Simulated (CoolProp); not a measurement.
Vapour pressure (bar) of R1234ze(Z): the reference equation beside estimates from Tc = 423.3 K, pc = 35.31 bar, ω = 0.327.

Values from CoolProp's reference Helmholtz-energy equation of state, Akasaka 2019.

```tsv
T (K)	reference	Redlich-Kwong	Soave-Redlich-Kwong	Peng-Robinson
315.2	3.088	5.096	3.112	3.085
321.3	3.705	5.905	3.742	3.705
327.4	4.412	6.799	4.466	4.416
333.5	5.218	7.784	5.291	5.226
339.6	6.132	8.864	6.226	6.146
345.6	7.144	10.02	7.262	7.165
351.7	8.298	11.30	8.443	8.328
357.8	9.586	12.69	9.761	9.629
363.9	11.02	14.19	11.23	11.08
370	12.61	15.80	12.85	12.68
376	14.34	17.50	14.61	14.43
382.1	16.28	19.35	16.58	16.39
```

Absolute difference from the reference over all 12 rows, mean and median: Redlich-Kwong 39.7 and 38.2 %, Soave-Redlich-Kwong 1.6 and 1.7 %, Peng-Robinson 0.3 and 0.3 %.
